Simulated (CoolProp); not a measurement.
Saturation properties of ethylene (Tc = 9.2 °C, pc = 5.042 MPa, ω = 0.087).

The numbers come from the reference Helmholtz-energy equation of state, Smukala 2000 in CoolProp.

```csv
T (°C),p (MPa),liquid density (kg/m³),vapour density (kg/m³),enthalpy of vaporisation (kJ/kg),liquid cp (kJ/(kg K))
-96.05,0.1562,556.5,3.117,470.9,2.433
-88.95,0.2245,545.9,4.367,459.8,2.455
-81.95,0.3120,535.2,5.941,448.1,2.482
-74.85,0.4246,524.0,7.945,435.6,2.519
-67.85,0.5627,512.5,10.39,422.3,2.564
-60.85,0.7313,500.5,13.39,408.1,2.621
-53.75,0.9375,487.8,17.10,392.4,2.693
-46.75,1.179,474.5,21.55,375.6,2.784
-39.75,1.463,460.4,26.93,357.1,2.900
-32.65,1.798,445.0,33.58,336.3,3.056
-25.65,2.180,428.4,41.64,313.3,3.267
-18.55,2.624,409.6,51.86,286.5,3.582
```

It boils at -103.8 °C under 1 atm.
